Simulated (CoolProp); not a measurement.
Computed with CoolProp (reference Helmholtz-energy equation of state, Lemmon 2005). It is a short technical equation, of lower accuracy than the large ones.

Task: Give the vapour pressure (kPa), liquid density (kg/m³), vapour density (kg/m³), surface tension (mN/m) of saturated 1-butene at 375.6 K.

Result: 
```tsv
T (K)	p (kPa)	liquid density (kg/m³)	vapour density (kg/m³)	surface tension (mN/m)
375.6	1870	468	48.8	3.36
```

Surface tension comes from a separate correlation (Mulero 2012).
